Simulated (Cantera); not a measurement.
A Cantera script and what it prints.

```python
import numpy as np
import cantera as ct

gas_names = [...]  # 113 gases of nasa_gas.yaml made of C, Cu, H, O
cond_names = """
    C(gr) C6H6(L) C7H8(L) C8H18(L),n-octa Cu(cr) Cu(L) CuO(s) CuO2H2(s) Cu2O(s) Cu2O(L) H2O(s) H2O(L)
""".split()


# ... load() reads the species with a 1 bar reference pressure and builds the phases ...
atoms = {
    'Cu2O': {'Cu': 2, 'O': 1},
    'CH4': {'C': 1, 'H': 4},
    'H2': {'H': 2},
}
top_T = {'C(gr)': 4500, 'CuO(s)': 1390}  # K; cautious upper limits of use, not melting points


# ... equilibrate(T, P, feed) seeds the gas with the atoms and calls Mixture.equilibrate('TP', solver="vcs", rtol=1e-11, max_steps=5000) ...
results = []
P = 130000  # Pa
for T in [825, 900, 975, 1050, 1125, 1200, 1275, 1350, 1425, 1500, 1575, 1650, 1725, 1800]:
    for m in [2.5, 4.1, 5.8, 7.5, 9.2, 11, 12, 14, 16, 18]:
        feed = {'Cu2O': 1, 'CH4': 3.8, 'H2': m}  # mol
        mix = equilibrate(T, P, feed)
        results.append((T, P, feed, dict(zip(mix.species_names, mix.species_moles))))

for T, P, feed, n in results:
    print(f"{T:7g} {feed['H2']:10.4g}  " + (" + ".join(c for c in cond_names if n.get(c, 0) > 1e-12) or "gas only"))
```

Result:

```
    825        2.5  C(gr) + Cu(cr)
    825        4.1  C(gr) + Cu(cr)
    825        5.8  C(gr) + Cu(cr)
    825        7.5  Cu(cr)
    825        9.2  Cu(cr)
    825         11  Cu(cr)
    825         12  Cu(cr)
    825         14  Cu(cr)
    825         16  Cu(cr)
    825         18  Cu(cr)
    900        2.5  C(gr) + Cu(cr)
    900        4.1  C(gr) + Cu(cr)
    900        5.8  C(gr) + Cu(cr)
    900        7.5  C(gr) + Cu(cr)
    900        9.2  C(gr) + Cu(cr)
    900         11  C(gr) + Cu(cr)
    900         12  Cu(cr)
    900         14  Cu(cr)
    900         16  Cu(cr)
    900         18  Cu(cr)
    975        2.5  C(gr) + Cu(cr)
    975        4.1  C(gr) + Cu(cr)
    975        5.8  C(gr) + Cu(cr)
    975        7.5  C(gr) + Cu(cr)
    975        9.2  C(gr) + Cu(cr)
    975         11  C(gr) + Cu(cr)
    975         12  C(gr) + Cu(cr)
    975         14  C(gr) + Cu(cr)
    975         16  C(gr) + Cu(cr)
    975         18  C(gr) + Cu(cr)
   1050        2.5  C(gr) + Cu(cr)
   1050        4.1  C(gr) + Cu(cr)
   1050        5.8  C(gr) + Cu(cr)
   1050        7.5  C(gr) + Cu(cr)
   1050        9.2  C(gr) + Cu(cr)
   1050         11  C(gr) + Cu(cr)
   1050         12  C(gr) + Cu(cr)
   1050         14  C(gr) + Cu(cr)
   1050         16  C(gr) + Cu(cr)
   1050         18  C(gr) + Cu(cr)
   1125        2.5  C(gr) + Cu(cr)
   1125        4.1  C(gr) + Cu(cr)
   1125        5.8  C(gr) + Cu(cr)
   1125        7.5  C(gr) + Cu(cr)
   1125        9.2  C(gr) + Cu(cr)
   1125         11  C(gr) + Cu(cr)
   1125         12  C(gr) + Cu(cr)
   1125         14  C(gr) + Cu(cr)
   1125         16  C(gr) + Cu(cr)
   1125         18  C(gr) + Cu(cr)
   1200        2.5  C(gr) + Cu(cr)
   1200        4.1  C(gr) + Cu(cr)
   1200        5.8  C(gr) + Cu(cr)
   1200        7.5  C(gr) + Cu(cr)
   1200        9.2  C(gr) + Cu(cr)
   1200         11  C(gr) + Cu(cr)
   1200         12  C(gr) + Cu(cr)
   1200         14  C(gr) + Cu(cr)
   1200         16  C(gr) + Cu(cr)
   1200         18  C(gr) + Cu(cr)
   1275        2.5  C(gr) + Cu(cr)
   1275        4.1  C(gr) + Cu(cr)
   1275        5.8  C(gr) + Cu(cr)
   1275        7.5  C(gr) + Cu(cr)
   1275        9.2  C(gr) + Cu(cr)
   1275         11  C(gr) + Cu(cr)
   1275         12  C(gr) + Cu(cr)
   1275         14  C(gr) + Cu(cr)
   1275         16  C(gr) + Cu(cr)
   1275         18  C(gr) + Cu(cr)
   1350        2.5  C(gr) + Cu(cr)
   1350        4.1  C(gr) + Cu(cr)
   1350        5.8  C(gr) + Cu(cr)
   1350        7.5  C(gr) + Cu(cr)
   1350        9.2  C(gr) + Cu(cr)
   1350         11  C(gr) + Cu(cr)
   1350         12  C(gr) + Cu(cr)
   1350         14  C(gr) + Cu(cr)
   1350         16  C(gr) + Cu(cr)
   1350         18  C(gr) + Cu(cr)
   1425        2.5  C(gr) + Cu(L)
   1425        4.1  C(gr) + Cu(L)
   1425        5.8  C(gr) + Cu(L)
   1425        7.5  C(gr) + Cu(L)
   1425        9.2  C(gr) + Cu(L)
   1425         11  C(gr) + Cu(L)
   1425         12  C(gr) + Cu(L)
   1425         14  C(gr) + Cu(L)
   1425         16  C(gr) + Cu(L)
   1425         18  C(gr) + Cu(L)
   1500        2.5  C(gr) + Cu(L)
   1500        4.1  C(gr) + Cu(L)
   1500        5.8  C(gr) + Cu(L)
   1500        7.5  C(gr) + Cu(L)
   1500        9.2  C(gr) + Cu(L)
   1500         11  C(gr) + Cu(L)
   1500         12  C(gr) + Cu(L)
   1500         14  C(gr) + Cu(L)
   1500         16  C(gr) + Cu(L)
   1500         18  C(gr) + Cu(L)
   1575        2.5  C(gr) + Cu(L)
   1575        4.1  C(gr) + Cu(L)
   1575        5.8  C(gr) + Cu(L)
   1575        7.5  C(gr) + Cu(L)
   1575        9.2  C(gr) + Cu(L)
   1575         11  C(gr) + Cu(L)
   1575         12  C(gr) + Cu(L)
   1575         14  C(gr) + Cu(L)
   1575         16  C(gr) + Cu(L)
   1575         18  C(gr) + Cu(L)
   1650        2.5  C(gr) + Cu(L)
   1650        4.1  C(gr) + Cu(L)
   1650        5.8  C(gr) + Cu(L)
   1650        7.5  C(gr) + Cu(L)
   1650        9.2  C(gr) + Cu(L)
   1650         11  C(gr) + Cu(L)
   1650         12  C(gr) + Cu(L)
   1650         14  C(gr) + Cu(L)
   1650         16  C(gr) + Cu(L)
   1650         18  C(gr) + Cu(L)
   1725        2.5  C(gr) + Cu(L)
   1725        4.1  C(gr) + Cu(L)
   1725        5.8  C(gr) + Cu(L)
   1725        7.5  C(gr) + Cu(L)
   1725        9.2  C(gr) + Cu(L)
   1725         11  C(gr) + Cu(L)
   1725         12  C(gr) + Cu(L)
   1725         14  C(gr) + Cu(L)
   1725         16  C(gr) + Cu(L)
   1725         18  C(gr) + Cu(L)
   1800        2.5  C(gr) + Cu(L)
   1800        4.1  C(gr) + Cu(L)
   1800        5.8  C(gr) + Cu(L)
   1800        7.5  C(gr) + Cu(L)
   1800        9.2  C(gr) + Cu(L)
   1800         11  C(gr) + Cu(L)
   1800         12  C(gr) + Cu(L)
   1800         14  C(gr) + Cu(L)
   1800         16  C(gr) + Cu(L)
   1800         18  C(gr) + Cu(L)
```

Method: chemical equilibrium by Gibbs-energy minimisation in Cantera with the NASA 1993 tables (ideal gas, pure condensed phases).
